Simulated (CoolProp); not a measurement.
Saturation properties of sulfur hexafluoride.

Computed with CoolProp (reference Helmholtz-energy equation of state, Guder 2009).

```tsv
T (°C)	p (bar)	vapour density (kg/m³)	liquid cp (kJ/(kg K))
-44.35	2.872	24.02	0.8535
-40.25	3.375	28.03	0.8666
-36.25	3.928	32.43	0.8797
-32.25	4.546	37.37	0.8933
-28.25	5.233	42.89	0.9074
-24.15	6.016	49.21	0.9226
-20.15	6.861	56.10	0.9382
-16.15	7.790	63.78	0.9548
-12.05	8.837	72.55	0.9732
```
